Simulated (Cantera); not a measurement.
**Premixed flame**

A freely propagating, adiabatic, planar premixed flame of 18.2 % H2, 17.2 % O2, 64.6 % N2, unburnt at 525 K and 0.310 bar; mixture-averaged transport, grid criteria slope 0.08 and curve 0.16, no radiation.

Detailed kinetics in Cantera: the H2/O2 subset of GRI-Mech 3.0, which has no nitrogen chemistry. Burning velocities carry a grid error of a few per cent, more on coarse grids. Lean hydrogen flames are cellular in practice and burn faster than this planar one.

```csv
z (mm),T (K),u (m/s),x H2,x O2,x H2O,x H2O2,x H,x O
-5.50,525,2.81,0.182,0.172,<1e-8,<1e-8,<1e-8,<1e-8
-3.67,525,2.81,0.182,0.172,<1e-8,<1e-8,<1e-8,<1e-8
-2.75,525,2.81,0.182,0.172,3.66e-8,<1e-8,<1e-8,<1e-8
-1.83,525,2.81,0.182,0.172,1.89e-6,1.49e-8,3.34e-8,1.16e-8
-0.917,554,2.93,0.171,0.173,0.00189,7.55e-6,0.000146,1.06e-5
-0.458,746,3.86,0.138,0.168,0.0213,8.62e-6,0.00348,0.000265
0,1072,5.42,0.0711,0.141,0.0833,2.65e-6,0.0163,0.00403
0.458,1316,6.60,0.0235,0.104,0.145,2.53e-6,0.0228,0.0102
0.917,1445,7.21,0.0123,0.0931,0.164,1.62e-6,0.0192,0.0117
1.83,1574,7.81,0.00911,0.0894,0.173,8.43e-7,0.0123,0.00998
3.67,1690,8.32,0.00652,0.0881,0.181,4.28e-7,0.00625,0.00694
7.33,1777,8.71,0.00382,0.0878,0.188,2.33e-7,0.00248,0.00396
14.7,1832,8.94,0.00180,0.0881,0.193,1.33e-7,0.000747,0.00184
```
x: mole fraction of selected species; z is measured from the peak of heat release.

The laminar burning velocity is 281 cm/s, the thermal thickness is 1.83 mm and the peak x(H2O2) is 1.12e-5. The peak x(H) is 0.0229 and the peak x(O) is 0.0118. The grid points is 114.
